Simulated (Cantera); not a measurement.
Charge: 1 mol Si, 1.2 mol Cl2, 1.5 mol NF3, equilibrated at 1625 K and 44000 Pa.

Equilibrium computed with Cantera from the NASA thermochemical tables; the gas is ideal and each condensed phase is pure. Candidate condensed phases: Si, Si3N4; 24 gas species. Rates play no part.

Base state: SiF4 0.294, Cl2 0.244, N2 0.221, ClF 0.123, Cl 0.0946, F 0.0235, F2 1.17e-5 (mole fractions); condensed: gas only.

Task: What changes in the equilibrium state with this change: Cl2 from 1.2 to 6.4 mol?

Result: 
```tsv
species	before	after
Cl2	0.244	0.604
Cl	0.0946	0.149
SiF4	0.294	0.110
N2	0.221	0.0824
F	0.0235	0.00593
ClF	0.123	0.0490
F2	1.17e-5	7.41e-7
```
